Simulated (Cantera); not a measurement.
A Cantera script and its output.

```python
import numpy as np
import cantera as ct

gas = ct.Solution("gri30.yaml")


def delay(T, t_max=10):
    gas.TPX = T, 1200000, {'CO': 1, 'H2': 0.11, 'CH4': 0.13, 'O2': 1.6, 'N2': 6.01}
    reactor = ct.IdealGasConstPressureReactor(gas, clone=False)
    net = ct.ReactorNet([reactor])
    net.rtol, net.atol = 1e-8, 1e-16
    while net.time < t_max:
        t_old, T_old = net.time, reactor.T
        net.step()
        if reactor.T > T + 400:  # ignition: a rise of 400 K
            return t_old + (T + 400 - T_old) / (reactor.T - T_old) * (net.time - t_old)
    return np.nan


taus = []
for T in [925, 1000, 1075, 1150, 1225, 1300, 1375, 1450, 1525, 1600]:
    taus.append(delay(T))
    print(f"T0 = {T:6g} K   tau = {taus[-1]:.4e} s")
```

Result:

```
T0 =    925 K   tau = 5.1362e-02 s
T0 =   1000 K   tau = 7.5356e-03 s
T0 =   1075 K   tau = 1.4706e-03 s
T0 =   1150 K   tau = 3.8921e-04 s
T0 =   1225 K   tau = 1.3762e-04 s
T0 =   1300 K   tau = 6.0365e-05 s
T0 =   1375 K   tau = 3.0896e-05 s
T0 =   1450 K   tau = 1.7914e-05 s
T0 =   1525 K   tau = 1.1558e-05 s
T0 =   1600 K   tau = 8.1505e-06 s
```

Computed with Cantera and GRI-Mech 3.0 (53 species, 325 reactions). The pressure lies above the range GRI-Mech 3.0 was tuned for (to about 10 atm). Below about 1000 K GRI-Mech 3.0 lacks low-temperature oxidation paths. Below about 950 K walls govern HO2 and H2O2 in real vessels.
